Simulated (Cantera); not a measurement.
A freely propagating, adiabatic, planar premixed flame of CH4 : H2 : O2 : N2 : H2O = 1 : 0.12 : 1.72 : 6.45 : 0.014 (molar parts), unburnt at 525 K and 10.0 bar; mixture-averaged transport, grid criteria slope 0.08 and curve 0.16, no radiation.

Computed with Cantera and GRI-Mech 3.0 (53 species, 325 reactions). Burning velocities carry a grid error of a few per cent, more on coarse grids.

Task: Predict: laminar burning velocity; thermal thickness; peak x(CO); peak x(HCN).

Result: 
- laminar burning velocity: 37.2 cm/s
- thermal thickness: 0.0777 mm
- peak x(CO): 0.0543
- peak x(HCN): 2.42e-5
